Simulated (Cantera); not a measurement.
An adiabatic, constant-volume homogeneous reactor starts with H2 : O2 : N2 : NO = 1 : 0.278 : 1.04 : 0.0045 (molar parts), at 1225 K and 9.87 atm.

Cantera simulation using GRI-Mech 3.0 (53 species, 325 reactions); the numbers are that mechanism's predictions, not measurements. The hydrogen kinetics of GRI-Mech 3.0 are dated; newer H2 mechanisms differ, most at raised pressure. The mechanism lacks 2 NO + O2 → 2 NO2 and HONO, so NO2 and the effect of NO are under-described below about 1400 K. Above 3000 K some thermodynamic fits are extrapolated.

### Question
Predict: time of steepest temperature rise; temperature at 6.00 s; equilibrium temperature; x(H2) at 6.00 s; x(O2) at 6.00 s; x(NO) at 6.00 s; x(N2) at 6.00 s; x(NO2) at 6.00 s; x(H) at 6.00 s.

### Answer
```
Item                                                                  Result
---------------------------------  -----------------------------------------
time of steepest temperature rise                                    10.5 µs
temperature at 6.00 s                                                 3092 K
equilibrium temperature                                               3092 K
x(H2) at 6.00 s                          0.209 (gas-phase equilibrium 0.209)
x(O2) at 6.00 s                    0.000254 (gas-phase equilibrium 0.000254)
x(NO) at 6.00 s                      0.00148 (gas-phase equilibrium 0.00148)
x(N2) at 6.00 s                          0.501 (gas-phase equilibrium 0.501)
x(NO2) at 6.00 s                     1.32e-7 (gas-phase equilibrium 1.32e-7)
x(H) at 6.00 s                         0.0201 (gas-phase equilibrium 0.0201)
```
